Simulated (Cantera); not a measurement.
A perfectly stirred reactor is fed with CH4 : O2 : N2 = 1 : 1.67 : 6.27 (molar parts), equivalence ratio 1.2, at 3750 Torr; it is adiabatic with a 650 K inlet, and is followed from long to short residence time, starting on the burning branch (τ in s: 0.12, 0.047, 0.019, 0.0075, 0.003, 0.0012, 0.00048, 0.00019, 7.8e-05, 3.1e-05, 1.2e-05, 5e-06).

Cantera simulation using GRI-Mech 3.0 (53 species, 325 reactions); the numbers are that mechanism's predictions, not measurements.

x: mole fraction; the columns are a selection and need not sum to one.

| τ (s) | T (K) | x CH4 | x O2 | x H2 | x C2H6 | x C2H4 | x C2H2 |
|---|---|---|---|---|---|---|---|
| 0.12 | 2384 | 2.79e-6 | 0.000153 | 0.0250 | 3.71e-12 | 1.46e-10 | 2.73e-9 |
| 0.047 | 2382 | 6.37e-6 | 0.000189 | 0.0251 | 2.03e-11 | 7.90e-10 | 1.30e-8 |
| 0.019 | 2379 | 1.30e-5 | 0.000265 | 0.0251 | 9.06e-11 | … | 4.99e-8 |
| 0.0075 | 2373 | 2.43e-5 | 0.000421 | 0.0252 | 3.50e-10 | … | 1.58e-7 |
| 0.0030 | 2363 | 4.18e-5 | 0.000715 | 0.0254 | 1.13e-9 | … | 3.97e-7 |
| 0.0012 | 2347 | 7.04e-5 | 0.00124 | 0.0258 | 3.28e-9 | … | 8.74e-7 |
| 0.00048 | 2324 | 0.000122 | 0.00215 | 0.0264 | 9.50e-9 | … | 1.86e-6 |
| 0.00019 | 2291 | 0.000227 | 0.00372 | 0.0272 | 3.06e-8 | … | 4.23e-6 |
| 7.8e-5 | 2246 | 0.000461 | 0.00634 | 0.0282 | 1.19e-7 | … | 1.11e-5 |
| 3.1e-5 | 2174 | 0.00126 | 0.0124 | 0.0295 | 9.69e-7 | … | 4.90e-5 |
| 1.2e-5 | 650 | 0.112 | 0.187 | <1e-12 | <1e-12 | <1e-12 | <1e-12 |
| 5.0e-6 | 650 | 0.112 | 0.187 | <1e-12 | <1e-12 | <1e-12 | <1e-12 |

Question: Fill in the missing entries.

Answer: 
- 0.019, x C2H4: 3.44e-9
- 0.0075, x C2H4: 1.27e-8
- 0.0030, x C2H4: 3.87e-8
- 0.0012, x C2H4: 1.05e-7
- 0.00048, x C2H4: 2.74e-7
- 0.00019, x C2H4: 7.73e-7
- 7.8e-5, x C2H4: 2.52e-6
- 3.1e-5, x C2H4: 1.48e-5
